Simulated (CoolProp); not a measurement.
Vapour-liquid equilibrium of propylene (1) + R142b (2) at 298.6 K; x and y are mole fractions of (1).

The numbers come from the multi-fluid Helmholtz-energy mixture model, Lemmon 2013 and Lemmon 2006; pair parameters Bell 2016 in CoolProp.

```tsv
x	bubble pressure (MPa)	y at the bubble point	dew pressure at overall composition x (MPa)	liquid density (mol/L)
0.05	0.3878	0.149	0.3565	11.10
0.125	0.4565	0.321	0.3796	11.17
0.2	0.5250	0.449	0.4059	11.24
0.275	0.5923	0.547	0.4360	11.31
0.35	0.6580	0.625	0.4706	11.38
0.425	0.7216	0.689	0.5109	11.45
0.5	0.7831	0.743	0.5583	11.51
0.575	0.8427	0.789	0.6144	11.58
0.65	0.9009	0.831	0.6816	11.65
0.725	0.9580	0.869	0.7619	11.72
0.8	1.015	0.905	0.8573	11.79
0.875	1.071	0.941	0.9671	11.87
0.95	1.129	0.976	1.087	11.95
```

No azeotrope shows between x = 0.05 and 0.95.

The pair parameters rest on a limited set of measurements; away from them the model extrapolates.
